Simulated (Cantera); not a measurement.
An isothermal, constant-pressure homogeneous reactor starts with NO : N2 = 1 : 8.7 (molar parts), at 2023 K and 0.133 bar.

Cantera simulation using GRI-Mech 3.0 (53 species, 325 reactions); the numbers are that mechanism's predictions, not measurements.

x: mole fraction; the columns are a selection and need not sum to one.

| t (s) | x NO | x O2 | x O | x N2 | x N2O |
|---|---|---|---|---|---|
| 0.000300 | 0.103 | 2.08e-9 | 6.04e-7 | 0.897 | 5.50e-7 |
| 0.00133 | 0.103 | ? | ? | 0.897 | ? |
| 0.00591 | 0.103 | 1.19e-6 | 1.72e-5 | 0.897 | 4.54e-6 |
| 0.0262 | 0.103 | 3.33e-5 | 7.24e-5 | 0.897 | 4.95e-6 |
| 0.116 | 0.102 | ? | ? | 0.897 | 4.81e-6 |
| 0.516 | 0.0984 | 0.00224 | 0.000144 | 0.899 | 4.42e-6 |
| 2.29 | 0.0793 | 0.0118 | 0.000256 | 0.909 | 2.78e-6 |
| 10.2 | 0.0217 | 0.0404 | 0.000444 | 0.937 | 2.75e-7 |
| 45.1 | 0.00437 | 0.0491 | 0.000486 | 0.946 | 9.75e-8 |
| 200 | 0.00434 | 0.0491 | 0.000486 | 0.946 | 9.74e-8 |

Fill in the missing entries.


- 0.00133, x O2: 4.50e-8
- 0.00133, x O: 3.01e-6
- 0.00133, x N2O: 2.03e-6
- 0.116, x O2: 0.000392
- 0.116, x O: 0.000110
